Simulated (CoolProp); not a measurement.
C2F6 (R116) at several states: fugacity coefficient from the reference equation and from simpler models built on Tc = 293.0 K, pc = 30.48 bar, ω = 0.257; each cubic takes its own stable root.

Values from CoolProp's reference Helmholtz-energy equation of state, Lemmon 2006. It is a short technical equation, of lower accuracy than the large ones.

```json
[
 {"T (K)": "190.2", "p (bar)": "0.148", "phase": "gas", "reference": "0.9931"},
 {"T (K)": "328.1", "p (bar)": "51.6", "phase": "supercritical", "reference": "0.6464"},
 {"T (K)": "268.9", "p (bar)": "11.5", "phase": "gas", "reference": "0.8334"}
]
```

Problem. How far does each simpler model (van der Waals, Soave-Redlich-Kwong, Peng-Robinson) lie from the reference over these 3 states: mean and median of the absolute difference, and the worst?

Solution. 
- van der Waals: mean 2.5 %, median 3.5 %, worst -3.6 % at 328.1 K and 51.6 bar
- Soave-Redlich-Kwong: mean 0.3 %, median 0.1 %, worst +0.8 % at 328.1 K and 51.6 bar
- Peng-Robinson: mean 1.9 %, median 1.6 %, worst -3.9 % at 328.1 K and 51.6 bar
